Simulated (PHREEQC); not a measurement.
## Copper plating or etch bath: speciation

Consider water at 90 °C with 0.015 mol/kgw CuSO4, 8.2e-05 mol/kgw H2SO4 and 0.046 mol/kgw NaCl. Closed to the air; pH follows from the charge balance.

Model: ion-association model, phreeqc.dat, run in PHREEQC.

| Item | Value |
|---|---|
| pH | 4.18 |
| ionic strength | 0.0824 mol/kgw |
| density | 0.970 g/cm³ |
| total alkalinity | -0.164 meq/kg |

| species | molality | activity | log γ |
|---|---|---|---|
| Na+ | 0.0448 | 0.0345 | -0.113 |
| Cl- | 0.0415 | 0.0313 | -0.123 |
| SO4-2 | 0.0107 | 0.00375 | -0.455 |
| Cu+2 | 0.00748 | 0.00282 | -0.424 |
| CuCl+ | 0.00428 | 0.00324 | -0.121 |
| CuSO4 | 0.00306 | 0.00312 | 0.008 |
| NaSO4- | 0.00117 | 0.000910 | -0.110 |
| HSO4- | 0.000174 | 0.000133 | -0.116 |
| CuCl2 | 9.52e-5 | 9.70e-5 | 0.008 |
| H+ | 8.18e-5 | 6.66e-5 | -0.089 |
| Cu2(OH)2+2 | 4.54e-5 | 1.56e-5 | -0.464 |

This is a speciation only: nothing precipitates in the calculation. Away from 25 °C the constants follow the database's enthalpies or fits; those with neither stay at their 25 °C values.
